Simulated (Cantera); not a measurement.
What does this Cantera script print?

```python
import numpy as np
import cantera as ct

gas_names = """
    N NO NO2 NO3 N2 N2O O O2 O3 Zr ZrN ZrO ZrO2
""".split()
cond_names = """
    Zr(a) Zr(b) Zr(L) ZrN(s) ZrN(L) ZrO2(a) ZrO2(b) ZrO2(L)
""".split()


# ... load() reads the species with a 1 bar reference pressure and builds the phases ...
atoms = {
    'Zr': {'Zr': 1},
    'O2': {'O': 2},
    'N2': {'N': 2},
}
top_T = {}  # K; cautious upper limits of use, not melting points


# ... equilibrate(T, P, feed) seeds the gas with the atoms and calls Mixture.equilibrate('TP', solver="vcs", rtol=1e-11, max_steps=5000) ...
results = []
feed = {'Zr': 1, 'O2': 0.24, 'N2': 58}  # mol
T = 2700  # K
P = 1.2  # Pa
mix = equilibrate(T, P, feed)
results.append((T, P, feed, dict(zip(mix.species_names, mix.species_moles))))
x = sorted(zip(gas.X, gas.species_names), reverse=True)
print(f"T = {T:g} K  P = {P:g} Pa  gas = {mix.phase_moles(0):.4g} mol")
print("   x: " + "  ".join(f"{s} {v:.3e}" for v, s in x if v > 1e-06))
print("   condensed (mol): " + ("  ".join(f"{mix.phase(i).name} {mix.phase_moles(i):.4g}"
      for i in range(1, mix.n_phases) if mix.phase_moles(i) > 1e-12) or "none"))
```

Output:

```
T = 2700 K  P = 1.2 Pa  gas = 59.02 mol
   x: N2 9.824e-01  Zr 8.968e-03  ZrO 7.972e-03  N 4.652e-04  O 1.547e-04  ZrO2 2.308e-06  NO 1.150e-06
   condensed (mol): none
```

Equilibrium computed with Cantera from the NASA thermochemical tables; the gas is ideal and each condensed phase is pure.
